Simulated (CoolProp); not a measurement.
Properties of n-nonane along the isobar 101 kPa (Tc = 594.5 K, pc = 2282 kPa, ω = 0.443).

Values from CoolProp's reference Helmholtz-energy equation of state, Lemmon 2006. It is a short technical equation, of lower accuracy than the large ones.

| T (K) | phase | cv (kJ/(kg K)) | isothermal compressibility (1/MPa) | viscosity (µPa s) |
|---|---|---|---|---|
| 418.6 | liquid | 2.250 | 0.003304 | 217 |
| 435.1 | gas | [?] | 10.48 | 7.77 |
| 451.6 | gas | 2.266 | 10.39 | [?] |
| 468 | gas | 2.330 | 10.32 | 8.37 |
| 484.5 | gas | 2.393 | 10.26 | 8.67 |
| 501 | gas | 2.455 | [?] | 8.96 |
| 517.5 | gas | 2.516 | 10.18 | [?] |
| 534 | gas | 2.575 | 10.14 | [?] |
| 550.5 | gas | 2.632 | 10.12 | [?] |
| 567 | gas | 2.688 | 10.09 | [?] |
| 583.5 | gas | 2.742 | 10.07 | [?] |
| 600 | gas | 2.795 | 10.05 | 10.7 |

Fill in the missing entries.


- 435.1, cv (kJ/(kg K)): 2.200
- 451.6, viscosity (µPa s): 8.07
- 501, isothermal compressibility (1/MPa): 10.22
- 517.5, viscosity (µPa s): 9.25
- 534, viscosity (µPa s): 9.55
- 550.5, viscosity (µPa s): 9.84
- 567, viscosity (µPa s): 10.1
- 583.5, viscosity (µPa s): 10.4

Viscosity comes from a separate model (Huber 2004).
